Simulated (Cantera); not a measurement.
A freely propagating, adiabatic, planar premixed flame of CO : H2 : CH4 : O2 : N2 : CO2 = 1 : 1.5 : 0.13 : 1.72 : 6.45 : 1 (molar parts), equivalence ratio 0.88, unburnt at 623 K and 0.380 bar; mixture-averaged transport, grid criteria slope 0.08 and curve 0.16, no radiation.

Cantera simulation using GRI-Mech 3.0 (53 species, 325 reactions); the numbers are that mechanism's predictions, not measurements. Burning velocities carry a grid error of a few per cent, more on coarse grids.

Task: How do the results move with these cheaper or finer settings: unity-Lewis-number transport; multicomponent transport; multicomponent+Soret transport; grid criteria slope 0.5, curve 1; grid criteria slope 0.25, curve 0.5; grid criteria slope 0.03, curve 0.06?

Result: 
```tsv
setting	laminar burning velocity	thermal thickness	peak x(HO2)	peak x(CH2CO)	grid points
as above	326 cm/s	1.45 mm	0.000115	1.69e-7	162
unity-Lewis-number transport	227 cm/s	1.15 mm	9.06e-5	1.01e-7	144
multicomponent transport	323 cm/s	1.44 mm	0.000116	1.68e-7	162
multicomponent+Soret transport	308 cm/s	1.43 mm	0.000115	1.66e-7	163
grid criteria slope 0.5, curve 1	371 cm/s	1.77 mm	0.000112	1.52e-7	54
grid criteria slope 0.25, curve 0.5	343 cm/s	1.56 mm	0.000114	1.57e-7	76
grid criteria slope 0.03, curve 0.06	321 cm/s	1.42 mm	0.000116	1.71e-7	374
```
The base run took roughly 11 core-seconds.
Unity Lewis numbers drop preferential diffusion, which matters most where H2 and H carry the flame; Soret adds thermal diffusion.
